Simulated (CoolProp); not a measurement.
Vapour-liquid equilibrium of n-pentane (1) + the fluoroketone C6F12O (FK-5-1-12) (2) at 276 kPa; x and y are mole fractions of (1).

Model: multi-fluid Helmholtz-energy mixture model, Thol 2019 and McLinden 2015; pair parameters Bell 2016, in CoolProp.

| x | bubble temperature (K) | y at the bubble point | dew temperature at overall composition x (K) | liquid density (mol/L) |
|---|---|---|---|---|
| 0.05 | 350.4 | 0.142 | 353.1 | 4.606 |
| 0.15 | 343.3 | 0.355 | 350.1 | 4.873 |
| 0.25 | 338.5 | ? | ? | 5.136 |
| 0.35 | 335.7 | 0.565 | 343.5 | 5.402 |
| 0.45 | ? | 0.610 | 339.9 | 5.684 |
| 0.55 | 333.7 | 0.639 | 336.2 | 5.996 |
| 0.65 | 333.5 | 0.660 | 333.6 | 6.351 |
| 0.75 | 333.7 | ? | 334.9 | 6.760 |
| 0.85 | 334.6 | 0.736 | 337.7 | ? |
| 0.95 | 338.0 | 0.862 | 340.7 | 7.721 |

Problem. Complete the blanks.

Solution. 
- 0.25, y at the bubble point: 0.487
- 0.25, dew temperature at overall composition x (K): 346.9
- 0.45, bubble temperature (K): 334.3
- 0.75, y at the bubble point: 0.686
- 0.85, liquid density (mol/L): 7.223

y crosses x between x = 0.65 and 0.75: the model has an azeotrope there.

Pair parameters are fitted to limited data, so mixtures are less certain than the pure fluids.
